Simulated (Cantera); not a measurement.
# Low-pressure radical oxidation in H2/O2

An isothermal, constant-pressure homogeneous reactor starts with 6.19 % H2, 93.8 % O2, equivalence ratio 0.033, at 1400 K and 0.0132 atm.

Detailed kinetics in Cantera: GRI-Mech 3.0 (53 species, 325 reactions). Radical loss at walls, strong at low pressure, is not modelled. The temperature is held fixed by assumption; the heat of reaction is taken as removed at once.

| t (s) | x H2 | x O2 | x H2O2 | x O | x HO2 | x H2O |
|---|---|---|---|---|---|---|
| 0.000400 | 0.0619 | 0.938 | 2.21e-9 | 1.56e-5 | 5.52e-7 | 2.25e-5 |
| 0.00159 | 0.00159 | 0.887 | 7.29e-8 | 0.0424 | 2.35e-6 | 0.0521 |
| 0.00633 | 0.00118 | 0.890 | 6.47e-8 | 0.0406 | 2.25e-6 | 0.0537 |
| 0.0252 | 0.000921 | 0.901 | 6.23e-8 | 0.0308 | 2.10e-6 | 0.0560 |
| 0.100 | 0.000392 | 0.922 | 4.90e-8 | 0.0125 | 1.51e-6 | 0.0603 |
| 0.399 | 5.93e-5 | 0.934 | 2.16e-8 | 0.00183 | 5.12e-7 | 0.0629 |
| 1.59 | 5.76e-6 | 0.936 | 5.73e-9 | 0.000177 | 9.74e-8 | 0.0636 |
| 6.32 | 7.42e-7 | 0.936 | 1.44e-9 | 2.28e-5 | 5.58e-8 | 0.0638 |
| 25.1 | 2.69e-7 | 0.936 | 8.08e-10 | 8.24e-6 | 7.44e-8 | 0.0638 |
| 100 | 2.60e-7 | 0.936 | 7.97e-10 | 7.98e-6 | 7.53e-8 | 0.0638 |
x: mole fraction; the columns are a selection and need not sum to one.

Equilibrium at this temperature and pressure: H2 2.60e-7, O2 0.936, H2O2 7.97e-10, O 7.98e-6, HO2 7.53e-8, H2O 0.0638 (gas phase only).
